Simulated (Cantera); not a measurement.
A closed system holds: 1 mol SiH2Cl2, 0.23 mol N2, equilibrated at 702 °C and 19.0 Pa.

Cantera equilibrium calculation (NASA polynomials, part measured and part estimated; ideal gas, pure solids and liquids). Candidate condensed phases: NH4Cl, Si, Si3N4; 28 gas species. N2 is the only nitrogen source here; it is nearly inert below about 1500 K, so the nitride shown seldom forms there in practice. The tables' values for SiCl3 are old estimates; treat these amounts as uncertain. The numbers say what is thermodynamically allowed, not how fast it happens.

Base state: H2 0.599, SiCl4 0.275, HCl 0.0826, SiCl2 0.0184, SiCl3 0.0134, SiHCl3 0.0114, SiH2Cl2 4.95e-5 (mole fractions); condensed: Si(s) + Si3N4(s).

Q: What changes in the equilibrium state with this change: pressure from 19.0 Pa to 9.10 Pa?

A: 
```csv
species,before,after
H2,0.599,0.587
SiCl4,0.275,0.264
HCl,0.0826,0.0974
SiCl2,0.0184,0.0261
SiHCl3,0.0114,0.00912
SiCl3,0.0134,0.0156
SiH2Cl2,4.95e-5,3.29e-5
"Si(s), mol",0.163,0.163
"Si3N4(s), mol",0.115,0.115
```
